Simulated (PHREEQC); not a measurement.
Consider water at 20 °C with 0.0084 mol NaOH and 8.2e-05 mol CO2 per kg of water. Closed to the air; pH follows from the charge balance.

Computed with PHREEQC (ion-association model, phreeqc.dat).

```
quantity                   before    after
------------------------  -------  -------
pH                          12.04     3.17
ionic strength (mol/kgw)  0.00847   0.0254
HCO3- (mol/kgw)           1.23e-6  5.88e-8
```

Question: Which change was made?
A) 9.2e-05 mol/kgw NaCl added
B) NaOH left out
C) NaOH replaced by Na2SiF6 at the same molality
D) CO2 from 8.2e-05 to 9.02e-05 mol/kgw

Answer: C, NaOH replaced by Na2SiF6 at the same molality

This is a speciation only: nothing precipitates in the calculation. Some of these states are supersaturated (in Quartz (slow to form), Chalcedony (slow to form), for instance). SiF6-2 is the database's only silicon fluoride.
